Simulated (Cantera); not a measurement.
Thermal oxidation and active oxidation of silicon: Si + CO₂ + N₂

A closed system holds: 1 mol Si, 0.22 mol CO₂, 380 mol N₂, equilibrated at 26.0 mbar.

These are equilibrium values from Cantera (NASA tables, ideal gas, pure condensed phases), not measurements of a reactor. Candidate condensed phases: C, Si, SiC, SiO₂, Si₂N₂O, Si₃N₄; 34 gas species. N₂ is the only nitrogen source here; it is nearly inert below about 1500 K, so the nitride shown seldom forms there in practice. Mutual solubility and eutectic melting of coexisting phases are not modelled. The tables' values for SiN are old estimates; treat these amounts as uncertain. The numbers say what is thermodynamically allowed, not how fast it happens.

```csv
T (K),x N₂,x SiO,x CO,x Si,x Si₂N,x SiN,x Si₂C,x Si₂,n C(graphite),n Si₂N₂O(s),n Si₃N₄(s),n SiC(s),n Si(l)
1275,1.000,1.11e-9,9.81e-6,<1e-12,<1e-12,<1e-12,<1e-12,<1e-12,0.216,0.436,0.0425,0,0
1325,1.000,8.82e-9,3.16e-5,3.99e-12,<1e-12,1.92e-12,<1e-12,<1e-12,0.208,0.428,0.0480,0,0
1375,1.000,5.99e-8,9.33e-5,3.92e-11,<1e-12,1.45e-11,<1e-12,<1e-12,0.185,0.405,0.0636,0,0
1425,1.000,3.55e-7,0.000255,3.28e-10,<1e-12,9.50e-11,<1e-12,<1e-12,0.123,0.343,0.105,0,0
1475,1.000,1.86e-6,0.000401,2.36e-9,8.50e-12,5.46e-10,2.95e-12,<1e-12,0,0.287,0.119,0.0678,0
1525,0.999,8.69e-6,0.000580,1.50e-8,8.90e-11,2.79e-9,2.65e-11,<1e-12,0,0.217,0.188,0,0
1575,0.999,3.68e-5,0.000579,8.41e-8,7.99e-10,1.28e-8,1.46e-10,6.81e-12,0,0.206,0.191,0,0
1625,0.999,0.000142,0.000579,4.24e-7,6.25e-9,5.37e-8,7.20e-10,8.33e-11,0,0.166,0.205,0,0
1675,0.999,0.000506,0.000579,1.94e-6,4.31e-8,2.06e-7,3.23e-9,8.76e-10,0,0.0278,0.250,0,0
1725,0.999,0.000579,0.000579,8.09e-6,2.64e-7,7.28e-7,3.81e-8,8.00e-9,0,0,0.259,0,0
1775,0.999,0.000700,0.000458,3.12e-5,1.46e-6,2.40e-6,2.89e-7,6.43e-8,0,0,0.225,0.0459,0
1825,0.999,0.000889,0.000268,0.000111,7.34e-6,7.38e-6,1.35e-6,4.60e-7,0,0,0.164,0.118,0
1875,0.998,0.000993,0.000163,0.000348,2.98e-5,2.01e-5,5.42e-6,2.61e-6,0,0,0,0.156,0.296
```
x: gas mole fraction; n: condensed amount in mol.

From 1275 K to 1425 K the condensed part is C(graphite) + Si₂N₂O(s) + Si₃N₄(s). At 1475 K the condensed part is SiC(s) + Si₂N₂O(s) + Si₃N₄(s). From 1525 K to 1675 K the condensed part is Si₂N₂O(s) + Si₃N₄(s). At 1725 K the condensed part is Si₃N₄(s). From 1775 K to 1825 K the condensed part is SiC(s) + Si₃N₄(s). At 1875 K the condensed part is Si(l) + SiC(s).
